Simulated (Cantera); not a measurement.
A closed system holds: 1 mol B, 0.63 mol N2, 0.84 mol H2O, equilibrated at 1000 Pa.

These are equilibrium values from Cantera (NASA tables, ideal gas, pure condensed phases), not measurements of a reactor. Candidate condensed phases: B, BN, B2O3, B3O3H3, H2O; 39 gas species. Mutual solubility and eutectic melting of coexisting phases are not modelled. Equilibrium is a limit: real reactors are often held back by kinetics, nucleation or transport.

### Question
Which condensed phases are stable at each of these points (T (K)): 1573, 1623, 1673, 1723, 1773, 1823, 1873, 1923, 1973, 2023, 2073, 2123, 2173?

### Answer
```json
[
 {"T (K)": "1573", "condensed phases": "BN(s) + B2O3(l)", "B condensed (%)": "94.8"},
 {"T (K)": "1623", "condensed phases": "BN(s) + B2O3(l)", "B condensed (%)": "89.0"},
 {"T (K)": "1673", "condensed phases": "BN(s) + B2O3(l)", "B condensed (%)": "75.9"},
 {"T (K)": "1723", "condensed phases": "BN(s) + B2O3(l)", "B condensed (%)": "43.8"},
 {"T (K)": "1773", "condensed phases": "BN(s)", "B condensed (%)": "36.7"},
 {"T (K)": "1823", "condensed phases": "BN(s)", "B condensed (%)": "33.1"},
 {"T (K)": "1873", "condensed phases": "BN(s)", "B condensed (%)": "29.1"},
 {"T (K)": "1923", "condensed phases": "BN(s)", "B condensed (%)": "25.2"},
 {"T (K)": "1973", "condensed phases": "BN(s)", "B condensed (%)": "22.0"},
 {"T (K)": "2023", "condensed phases": "BN(s)", "B condensed (%)": "19.5"},
 {"T (K)": "2073", "condensed phases": "BN(s)", "B condensed (%)": "17.9"},
 {"T (K)": "2123", "condensed phases": "BN(s)", "B condensed (%)": "16.9"},
 {"T (K)": "2173", "condensed phases": "BN(s)", "B condensed (%)": "16.1"}
]
```

From 1573 K to 1723 K the condensed part is BN(s) + B2O3(l). From 1773 K to 2173 K the condensed part is BN(s).
